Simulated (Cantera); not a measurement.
**Premixed flame**

A freely propagating, adiabatic, planar premixed flame of 5.47 % CH4, 0.312 % C2H6, 17.7 % O2, 66.7 % N2, 9.84 % H2O, equivalence ratio 0.68, unburnt at 600 K and 1000000 Pa; multicomponent transport, grid criteria slope 0.08 and curve 0.16, no radiation.

Cantera simulation using GRI-Mech 3.0 (53 species, 325 reactions); the numbers are that mechanism's predictions, not measurements. Burning velocities carry a grid error of a few per cent, more on coarse grids.

```csv
z (mm),T (K),u (m/s),x CH4,x C2H6,x O2,x C2H4,x H2,x CH2O
-0.477,603,0.175,0.0545,0.00311,0.176,7.17e-7,0.000333,1.24e-6
-0.318,616,0.179,0.0539,0.00310,0.175,6.09e-6,0.000681,1.04e-5
-0.239,650,0.189,0.0523,0.00307,0.173,2.57e-5,0.00102,4.35e-5
-0.159,771,0.225,0.0467,0.00286,0.163,0.000129,0.00152,0.000214
-0.0796,1130,0.331,0.0290,0.00177,0.130,0.000600,0.00217,0.000917
-0.0398,1429,0.420,0.0137,0.000668,0.100,0.000820,0.00247,0.00102
0,1713,0.502,0.00173,2.59e-5,0.0706,0.000180,0.00196,0.000214
0.0398,1826,0.533,2.48e-5,<1e-8,0.0598,1.23e-6,0.000784,5.09e-6
0.0796,1860,0.541,3.47e-7,<1e-8,0.0575,<1e-8,0.000354,7.59e-8
0.159,1879,0.546,<1e-8,<1e-8,0.0565,<1e-8,0.000115,<1e-8
0.318,1885,0.548,<1e-8,<1e-8,0.0563,<1e-8,4.19e-5,<1e-8
0.637,1886,0.548,<1e-8,<1e-8,0.0563,<1e-8,3.37e-5,<1e-8
1.27,1886,0.548,<1e-8,<1e-8,0.0563,<1e-8,3.36e-5,<1e-8
```
x: mole fraction of selected species; z is measured from the peak of heat release.

* **laminar burning velocity**: 17.4 cm/s
* **thermal thickness**: 0.159 mm
* **peak x(C2H4)**: 0.000832
* **peak x(H2)**: 0.00248
* **peak x(CH2O)**: 0.00111
* **grid points**: 132
